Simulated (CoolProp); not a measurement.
Vapour-liquid equilibrium of R113 (1) + n-heptane (2) at 76.55 °C; x and y are mole fractions of (1).

The numbers come from the multi-fluid Helmholtz-energy mixture model, Marx 1992 and Span 2003; pair parameters Bell 2016 in CoolProp.

```
x      bubble pressure, mixture model (bar)  bubble pressure, Raoult's law (bar)  y, mixture model  y, Raoult's law
-----  ------------------------------------  -----------------------------------  ----------------  ---------------
0.05                                 0.6299                               0.6039             0.227            0.200
0.125                                0.8070                               0.7469             0.437            0.404
0.2                                  0.9765                               0.8898             0.569            0.543
0.275                                 1.138                                1.033             0.659            0.643
0.35                                  1.290                                1.176             0.725            0.719
0.425                                 1.434                                1.319             0.776            0.778
0.5                                   1.572                                1.462             0.817            0.826
0.575                                 1.703                                1.605             0.851            0.865
0.65                                  1.830                                1.748             0.882            0.898
0.725                                 1.954                                1.891             0.909            0.926
0.8                                   2.077                                2.034             0.934            0.950
0.875                                 2.202                                2.177             0.959            0.971
0.95                                  2.328                                2.320             0.983            0.989
```

The largest gap from Raoult's law is +10.2 % in bubble pressure, at x = 0.275. No azeotrope shows between x = 0.05 and 0.95.

The pair parameters rest on a limited set of measurements; away from them the model extrapolates.
